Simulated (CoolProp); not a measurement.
Aqueous methanol as a coolant, at -9 °C, 1 atm.

Computed with CoolProp (Melinder's fits for secondary coolants).

```csv
mass %,freezing point (°C),cp (kJ/(kg K)),density (kg/m³),conductivity (W/(m K)),Prandtl number
14.9,-10.5,4.157,979.2,0.474,37.5
19,-14.1,4.059,975.1,0.457,41.8
23.1,-18.1,3.958,971.1,0.439,45.5
27.2,-22.5,3.859,…,0.422,…
31.3,-27.2,3.766,962.0,0.405,50.2
35.4,-32.4,…,956.8,0.389,51.1
39.5,-38.0,3.588,951.1,…,50.9
43.6,…,3.499,944.9,0.359,49.8
47.7,-50.6,3.406,938.2,0.345,47.9
```

Complete the blanks.


- 27.2, density (kg/m³): 966.7
- 27.2, Prandtl number: 48.3
- 35.4, cp (kJ/(kg K)): 3.676
- 39.5, conductivity (W/(m K)): 0.374
- 43.6, freezing point (°C): -44.1
